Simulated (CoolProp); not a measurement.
Computed with CoolProp (reference Helmholtz-energy equation of state, Tillner-Roth 1994).

Task: Give the vapour pressure (kPa), liquid density (kg/m³), vapour density (kg/m³), enthalpy of vaporisation (kJ/kg) of saturated R134a at 48.85 °C.

Result: 
```tsv
T (°C)	p (kPa)	liquid density (kg/m³)	vapour density (kg/m³)	enthalpy of vaporisation (kJ/kg)
48.85	1280	1110	64.2	153
```
